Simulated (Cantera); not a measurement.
Cantera run:

```python
import numpy as np
import cantera as ct

gas_names = """
    F F2 H HF H2 H2F2 H3F3 H4F4 H5F5 H6F6 H7F7 Si SiF SiF2 SiF3 SiF4 SiH SiHF3 SiH2 SiH2F2 SiH3 SiH3F
    SiH4 Si2 Si3
""".split()
cond_names = """
    Si(cr) Si(L)
""".split()


# ... load() reads the species with a 1 bar reference pressure and builds the phases ...
atoms = {
    'Si': {'Si': 1},
    'F2': {'F': 2},
    'H2': {'H': 2},
}
top_T = {}  # K; cautious upper limits of use, not melting points


# ... equilibrate(T, P, feed) seeds the gas with the atoms and calls Mixture.equilibrate('TP', solver="vcs", rtol=1e-11, max_steps=5000) ...
results = []
feed = {'Si': 1, 'F2': 4.7, 'H2': 99}  # mol
T = 973  # K
P = 9200  # Pa
mix = equilibrate(T, P, feed)
results.append((T, P, feed, dict(zip(mix.species_names, mix.species_moles))))
print(gas.report(threshold=1e-06))
for i in range(1, mix.n_phases):
    print(f"{mix.phase(i).name:16s} {mix.phase_moles(i):12.5e} mol")
```

It prints:

```
       temperature   973 K
          pressure   9200 Pa
           density   0.0044985 kg/m^3
  mean mol. weight   3.9557 kg/kmol
   phase of matter   gas

                          1 kg             1 kmol
                     ---------------   ---------------
          enthalpy       -2.4695e+06       -9.7686e+06  J
   internal energy       -4.5146e+06       -1.7859e+07  J
           entropy             48501        1.9186e+05  J/K
    Gibbs function       -4.9661e+07       -1.9645e+08  J
 heat capacity c_p            7796.9             30842  J/K
 heat capacity c_v              5695             22528  J/K

                      mass frac. Y      mole frac. X     chem. pot. / RT
                     ---------------   ---------------   ---------------
                HF           0.26593          0.052581           -61.641
                H2           0.47788           0.93768           -19.888
              SiF4           0.25618         0.0097369           -245.73
     [  +22 minor]        5.3624e-06        2.5576e-07

Si(cr)            0.00000e+00 mol
```

Method: chemical equilibrium by Gibbs-energy minimisation in Cantera with the NASA 1993 tables (ideal gas, pure condensed phases).
